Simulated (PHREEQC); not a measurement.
Phosphoric acid bath: speciation

Dissolve 0.11 mol/kgw H3PO4 and 0.1 mol/kgw HCl at 25 °C. Closed to the air; pH follows from the charge balance.

Computed with PHREEQC (ion-association model, phreeqc.dat).

Each row changes one thing in this solution. Precipitation was switched off in this run.

| case | pH | ionic strength (mol/kgw) | H3PO4 (mol/kgw) | H2PO4- (mol/kgw) | HPO4-2 (mol/kgw) |
|---|---|---|---|---|---|
| as made | 1.04 | 0.110 | 0.100 | 0.00987 | 1.46e-8 |
| HCl left out | 1.62 | 0.0273 | 0.0827 | 0.0273 | 1.12e-7 |
| temperature from 25 to 60 °C | 1.06 | 0.107 | ? | 0.00731 | 1.39e-8 |
| H3PO4 from 0.11 to 0.55 mol/kgw | 0.94 | 0.141 | ? | 0.0408 | 5.06e-8 |
| diluted 2-fold with water | 1.31 | 0.0580 | 0.0470 | 0.00802 | 1.87e-8 |
| diluted 100-fold with water | 2.75 | 0.00188 | 0.000221 | 0.000879 | 3.50e-8 |
| H3PO4 from 0.11 to 0.165 mol/kgw | 1.03 | 0.114 | ? | 0.0144 | 2.06e-8 |

Q: Some entries are withheld; supply them.

A: 
- temperature from 25 to 60 °C, H3PO4 (mol/kgw): 0.103
- H3PO4 from 0.11 to 0.55 mol/kgw, H3PO4 (mol/kgw): 0.509
- H3PO4 from 0.11 to 0.165 mol/kgw, H3PO4 (mol/kgw): 0.151

Complexes and solids missing from the database can't appear. At this temperature some constants are extrapolated from 25 °C, and those without enthalpy data are left unchanged.
